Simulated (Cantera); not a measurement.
A Cantera script and what it prints.

```python
import numpy as np
import cantera as ct

gas_names = [...]  # 151 gases of nasa_gas.yaml made of C, H, N, O, Si
cond_names = """
    C(gr) C6H6(L) C7H8(L) C8H18(L),n-octa H2O(s) H2O(L) Si(cr) Si(L) SiC(b) SiO2(Lqz) SiO2(hqz) SiO2(L)
    Si2N2O(s) Si3N4(a)
""".split()


# ... load() reads the species with a 1 bar reference pressure and builds the phases ...
atoms = {
    'TEOS': {'Si': 1, 'C': 8, 'H': 20, 'O': 4},
    'NO': {'N': 1, 'O': 1},
    'O3': {'O': 3},
}
top_T = {'C(gr)': 4500, 'SiC(b)': 3050, 'Si2N2O(s)': 2100, 'Si3N4(a)': 2400}  # K; cautious upper limits of use, not melting points


# ... equilibrate(T, P, feed) seeds the gas with the atoms and calls Mixture.equilibrate('TP', solver="vcs", rtol=1e-11, max_steps=5000) ...
results = []
feed = {'TEOS': 1, 'NO': 0.25, 'O3': 0.15}  # mol
P = 133.322  # Pa
for T in [900, 950, 1000, 1050, 1100, 1150, 1200, 1250, 1300, 1350, 1400, 1450, 1500, 1550]:
    mix = equilibrate(T, P, feed)
    results.append((T, P, feed, dict(zip(mix.species_names, mix.species_moles))))

top = {s: max(r[3][s] / sum(r[3][g] for g in gas_names) for r in results) for s in gas_names}
cols = sorted((s for s in top if top[s] > 0.0001), key=lambda s: -top[s])[:5]
seen = [c for c in cond_names if any(r[3].get(c, 0) > 1e-12 for r in results)]
print("log10 of partial pressures in bar; condensed amounts in mol")
print(f"{'T/K':>10s}" + "".join(f"{s[:9]:>10s}" for s in cols + seen))
for T, P, feed, n in results:
    ng = sum(n[g] for g in gas_names)
    print(f"{T:10.4g}" + "".join(f"{np.log10(max(n[s] / ng * P / 1e5, 1e-99)):10.3f}" for s in cols)
          + "".join(f"{n.get(c, 0):10.4g}" for c in seen))
```

It prints:

```
log10 of partial pressures in bar; condensed amounts in mol
       T/K        H2        CO        N2       SiO         H     C(gr)    SiC(b) SiO2(hqz) Si2N2O(s)
       900    -2.983    -3.554    -4.886   -18.337   -11.424     5.308         0         1         0
       950    -2.983    -3.552    -4.886   -16.232   -10.746     5.302         0         1         0
      1000    -2.983    -3.552    -4.886   -14.340   -10.136     5.301         0         1         0
      1050    -2.983    -3.552    -4.886   -12.630    -9.583       5.3         0         1         0
      1100    -2.983    -3.552    -4.886   -11.078    -9.079       5.3         0         1         0
      1150    -2.983    -3.552    -4.886    -9.664    -8.619       5.3         0         1         0
      1200    -2.985    -3.541    -4.989    -8.380    -8.197     5.222         0    0.9481   0.02592
      1250    -2.991    -3.509    -5.815    -7.223    -7.811     4.969         0    0.7795      0.11
      1300    -3.040    -3.378    -5.775    -6.507    -7.476     2.626    0.7835         0    0.1065
      1350    -3.046    -3.374    -4.950    -6.386    -7.146     2.309    0.9954         0         0
      1400    -3.046    -3.375    -4.950    -6.277    -6.836     2.311    0.9941         0         0
      1450    -3.046    -3.375    -4.951    -6.177    -6.547     2.314    0.9926         0         0
      1500    -3.046    -3.375    -4.951    -6.083    -6.278     2.317    0.9908         0         0
      1550    -3.047    -3.375    -4.952    -5.995    -6.025      2.32    0.9887         0         0
```

Method: chemical equilibrium by Gibbs-energy minimisation in Cantera with the NASA 1993 tables (ideal gas, pure condensed phases). The feed counts by its element totals alone. Mutual solubility and eutectic melting of coexisting phases are not modelled. The tables hold silica as quartz up to 1696 K and as liquid above; real silica turns to tridymite and cristobalite and melts near 1996 K.
